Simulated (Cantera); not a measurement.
Charge: 1 mol CaCO₃, 0.56 mol CO₂, 0.97 mol H₂, held at 650 °C and 120000 Pa.

Cantera equilibrium calculation (NASA polynomials, part measured and part estimated; ideal gas, pure solids and liquids). Candidate condensed phases: C, C₆H₆, C₇H₈, C₈H₁₈, Ca, CaCO₃, CaO, Ca(OH)₂, H₂O; 115 gas species. The numbers say what is thermodynamically allowed, not how fast it happens.

Base state: H₂ 0.397, H₂O 0.219, CO₂ 0.190, CO 0.169, CH₄ 0.0249 (mole fractions); condensed: CaCO₃(calcite).

Question: What changes in the equilibrium state with this change: CO₂ from 0.56 to 5.7 mol?

Answer: 
```
species              before    after
-------------------  ------  -------
CO₂                   0.190    0.743
H₂O                   0.219    0.111
CO                    0.169    0.111
H₂                    0.397   0.0340
CH₄                  0.0249  2.03e-5
CaCO₃(calcite), mol    1.00     1.00
```
